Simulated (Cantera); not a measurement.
Predominance diagram of Ta at 1075 K against the partial pressures of O2 and CO (log10, bar). Standard-state values (1 bar) from the NASA 1993 polynomials, evaluated with Cantera. Candidates: Ta(s), TaC(s), Ta2O5(s). Only these pure phases compete in this equilibrium. TaC: taken at fixed stoichiometry. Not in the tables: Ta2C.

**Question.** Which phase is stable at these pairs, and which metal-bearing vapour leads over it? (-5.9, -5.5); (-17.3, -8.2); (-3.6, -9.5); (-26.4, -4.1); (-21.9, -9.5); (-5.9, -15); (-10.4, -15)

**Answer.** 
```csv
log p(O2),log p(CO),phase,chief vapour,log p (bar)
-5.9,-5.5,Ta2O5(s),TaO2,-25.5
-17.3,-8.2,Ta2O5(s),TaO2,-22.6
-3.6,-9.5,Ta2O5(s),TaO2,-26.1
-26.4,-4.1,TaC(s),TaO2,-21.0
-21.9,-9.5,Ta2O5(s),TaO2,-21.5
-5.9,-15,Ta2O5(s),TaO2,-25.5
-10.4,-15,Ta2O5(s),TaO2,-24.4
```
